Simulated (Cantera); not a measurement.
A closed system holds: 1 mol CH₃SiH₃, 0.021 mol C₃H₈, 67 mol H₂, held at 1598 K and 100 Torr.

Cantera equilibrium calculation (NASA polynomials, part measured and part estimated; ideal gas, pure solids and liquids). Candidate condensed phases: C, C₆H₆, C₇H₈, C₈H₁₈, Si, SiC; 87 gas species. The feed counts by its element totals alone. The numbers say what is thermodynamically allowed, not how fast it happens.

Base state: H₂ 1.000, CH₄ 0.000219, H 0.000146, C₂H₂ (acetylene) 2.69e-5 (mole fractions); condensed: C(graphite) + SiC(s).

### Question
What changes in the equilibrium state with this change: pressure from 100 Torr to 1.20 Torr?

### Answer
```json
[
 {"species": "H₂", "before": "1.000", "after": "0.999"},
 {"species": "H", "before": "0.000146", "after": "0.00133"},
 {"species": "C₂H₂ (acetylene)", "before": "2.69e-5", "after": "2.69e-5"},
 {"species": "CH₄", "before": "0.000219", "after": "2.63e-6"},
 {"species": "C(graphite), mol", "before": "0.0438", "after": "0.0591"},
 {"species": "SiC(s), mol", "before": "1.000", "after": "1.000"}
]
```
